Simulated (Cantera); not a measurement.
Mixture: CH4 : O2 : N2 = 1 : 2.06 : 7.75 (molar parts), equivalence ratio 0.97, at 1.78 atm, adiabatic and at constant pressure. Ignition delay is the time to a rise of 400 K.

Model: GRI-Mech 3.0 (53 species, 325 reactions), integrated in Cantera.

Task: Predict: delay at 1400 K; delay at 1475 K; delay at 1550 K; delay at 1625 K; delay at 1700 K; apparent activation energy between 1550 and 1700 K.

Result: 
```json
{
 "delay at 1400 K": "2.17 ms",
 "delay at 1475 K": "0.960 ms",
 "delay at 1550 K": "0.457 ms",
 "delay at 1625 K": "0.235 ms",
 "delay at 1700 K": "0.130 ms",
 "apparent activation energy between 1550 and 1700 K": "180 kJ/mol"
}
```
